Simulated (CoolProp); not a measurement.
n-heptane along the isobar 29 bar: density (kg/m³) from the reference equation and from simpler models built on Tc = 541.2 K, pc = 27.74 bar, ω = 0.349; each cubic takes its own stable root.

The numbers come from the reference Helmholtz-energy equation of state, Span 2003 in CoolProp. It is a short technical equation, of lower accuracy than the large ones.

```tsv
T (K)	phase	reference
262.1	liquid	711.8
289.3	liquid	689.6
316.4	liquid	667.1
343.6	liquid	643.9
370.7	liquid	619.8
397.8	liquid	594.3
425	liquid	566.5
452.1	liquid	535.7
```

Task: How far does each simpler model (van der Waals, Soave-Redlich-Kwong) lie from the reference over these 8 states: mean and median of the absolute difference, and the worst?

Result: 
- van der Waals: mean 40.8 %, median 40.7 %, worst -41.9 % at 262.1 K and 29 bar
- Soave-Redlich-Kwong: mean 11.1 %, median 11.0 %, worst -12.2 % at 452.1 K and 29 bar
